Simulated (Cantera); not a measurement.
An isothermal, constant-pressure homogeneous reactor starts with NH3 : H2 = 1 : 8.6 (molar parts), at 1525 K and 5500 Pa. Integrator tolerance rtol = 1e-08.

Cantera simulation using the gas-phase N/H chemistry of the illustrative SiF4/NH3 mechanism in the Surface Chemkin manual (1991); the numbers are that mechanism's predictions, not measurements. Walls and surfaces, which speed up NH3 decomposition in real reactors, are not modelled.

Q: What does this change do: temperature 1525 to 1825 K?

A: 
| quantity | before | after |
|---|---|---|
| x(NH3) at 5.00 s | 0.103 (gas-phase equilibrium 6.30e-7) | 0.0407 (gas-phase equilibrium 3.05e-7) |
| x(H2) at 5.00 s | 0.896 (gas-phase equilibrium 0.953) | 0.930 (gas-phase equilibrium 0.951) |
| x(H) at 5.00 s | 5.98e-5 (gas-phase equilibrium 9.91e-5) | 0.000567 (gas-phase equilibrium 0.00184) |
| x(N2) at 5.00 s | 0.000395 (gas-phase equilibrium 0.0472) | 0.0287 (gas-phase equilibrium 0.0471) |
| x(N) at 5.00 s | 4.50e-9 (gas-phase equilibrium <1e-12) | 2.13e-7 (gas-phase equilibrium 5.23e-11) |
| x(N2H4) at 5.00 s | 1.02e-9 (gas-phase equilibrium <1e-12) | 5.45e-10 (gas-phase equilibrium <1e-12) |
